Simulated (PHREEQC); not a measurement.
1 kg of water holding 0.093 mol K2CO3 meets 20 L of dry gas (CO2 0.48, H2 0.52 by moles) at fixed total pressure, at 25 °C; fugacities by Peng-Robinson. The gases take part in no redox reaction, some water evaporates into the gas, and hydrates or a liquid gas phase aren't modelled. No solid was allowed to form.

All values are PHREEQC results (ion-association model, phreeqc.dat), not measurements.

| P (atm) | dissolved CO2 (all carbonate carbon) (mol/kgw) | φ of CO2 | p of CO2 (atm) | dissolved H2 (mol/kgw) | φ of H2 |
|---|---|---|---|---|---|
| 1 | 0.199 | 0.996 | 0.391 | 0.000439 | 1.001 |
| 2 | 0.214 | 0.991 | 0.864 | 0.000839 | 1.002 |
| 3 | 0.229 | 0.987 | 1.34 | 0.00124 | 1.003 |
| 5 | 0.259 | 0.978 | 2.28 | 0.00204 | 1.005 |
| 7.5 | 0.295 | 0.967 | 3.46 | 0.00305 | 1.008 |
| 10 | 0.330 | 0.956 | 4.63 | 0.00405 | 1.011 |
| 15 | 0.397 | 0.935 | 6.99 | 0.00605 | 1.017 |
| 20 | 0.461 | 0.914 | 9.36 | 0.00805 | 1.023 |
| 30 | 0.578 | 0.874 | 14.1 | 0.0121 | 1.035 |
| 40 | 0.681 | 0.836 | 18.8 | 0.0161 | 1.048 |
